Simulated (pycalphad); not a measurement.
An equivalent pycalphad script:

```python
from pycalphad import Database, equilibrium, calculate, variables as v
import numpy as np
db = Database('COST507.tdb')
comps = ['TI', 'C', 'VA']
phases = ['BCC_A2', 'FCC_A1', 'GRAPHITE', 'HCP_A3', 'LIQUID']
eq = equilibrium(db, comps, phases, {v.X('C'): 0.0102, v.T: np.arange(2850, 499, -40), v.P: 101325, v.N: 1}, output=['HM', 'SM'])
```

Computed with pycalphad from the COST 507 light-alloy database (1999), at 1 atm. These are 1990s assessments: newer ones move some temperatures and phases. Amounts are mole fractions of atoms. Kinetics are ignored, which matters at the lower temperatures.

Results at three of the temperatures:

```
T = 1930.00 K, P = 101325 Pa, N = 1 mol of atoms
G = -121127 J/mol, H = 53550 J/mol, S = 90.51 J/(mol K)  (SER reference)
chemical potentials (J/mol): Ti -119481, C -280829
phase             fraction      x(Ti)       x(C)
BCC_A2              1.0000     0.9898     0.0102
```

```
T = 1850.00 K, P = 101325 Pa, N = 1 mol of atoms
G = -113948 J/mol, H = 50599 J/mol, S = 88.94 J/(mol K)  (SER reference)
chemical potentials (J/mol): Ti -112296, C -274330
phase             fraction      x(Ti)       x(C)
BCC_A2              1.0000     0.9898     0.0102
```

```
T = 730.00 K, P = 101325 Pa, N = 1 mol of atoms
G = -30470 J/mol, H = 9799 J/mol, S = 55.16 J/(mol K)  (SER reference)
chemical potentials (J/mol): Ti -28414, C -229985
phase             fraction      x(Ti)       x(C)
HCP_A3              0.9762     0.9984     0.0016
FCC_A1              0.0238     0.6380     0.3620
```

Changes of the phase set, refined by bisection:

```csv
T (K),phases above,phases below
1937.1,LIQUID,BCC_A2 + LIQUID
1936.2,BCC_A2 + LIQUID,BCC_A2
1449.5,BCC_A2,BCC_A2 + FCC_A1
1190.0,BCC_A2 + FCC_A1,BCC_A2 + HCP_A3
1176.4,BCC_A2 + HCP_A3,HCP_A3
1054.6,HCP_A3,FCC_A1 + HCP_A3
```

FCC_A1 is fcc; BCC_A2 is bcc; HCP_A3 is hcp. The fcc model also describes the rock-salt carbide or nitride (TiC, TiN, HfC).
